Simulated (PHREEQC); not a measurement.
NH3 is added in steps, without added water, to 1 kg of water holding 0.036 mol HF, 0.0057 mol NH4HF2 and 5.3e-05 mol H4SiO4, at 25 °C. O2 is buffered at 0.21 atm. No CO2 enters from the air. Only these solids could form: Chalcedony.

Base run: PHREEQC, ion-association model, phreeqc.dat. Each further column changes one thing. The table gives H4SiO4 (mol/kgw).

| NH3 added (mol) | base | database wateq4f.dat | all activity coefficients set to 1 | metal-ligand complexes left out | Debye-Hückel limiting law |
|---|---|---|---|---|---|
| 0 | 1.21e-12 | 2.24e-12 | 1.55e-12 | 1.21e-12 | ___ |
| 0.02 | 1.65e-12 | 2.25e-12 | 2.20e-12 | 1.65e-12 | 1.55e-12 |
| 0.04 | 2.39e-8 | 2.46e-8 | ___ | 2.39e-8 | 2.17e-8 |
| 0.06 | 4.59e-5 | 4.61e-5 | 4.71e-5 | 4.59e-5 | 4.56e-5 |
| 0.08 | 4.00e-5 | 4.04e-5 | ___ | 4.00e-5 | 3.96e-5 |
| 0.1 | 3.55e-5 | 3.59e-5 | 3.79e-5 | 3.55e-5 | 3.50e-5 |
| 0.12 | 3.19e-5 | 3.23e-5 | 3.45e-5 | 3.19e-5 | 3.13e-5 |

Question: Some entries are withheld; supply them.

Answer: 
- 0, Debye-Hückel limiting law: 1.17e-12
- 0.04, all activity coefficients set to 1: 3.47e-8
- 0.08, all activity coefficients set to 1: 4.20e-5

SiF6-2 is the database's only silicon fluoride. wateq4f.dat counts part of the HF as a dimer, H2F2, which phreeqc.dat doesn't know; its constant is uncertain. phreeqc.dat and wateq4f.dat share most of their constants, so their agreement is no independent check. Solids allowed in the column 'database wateq4f.dat': SiO2(a).
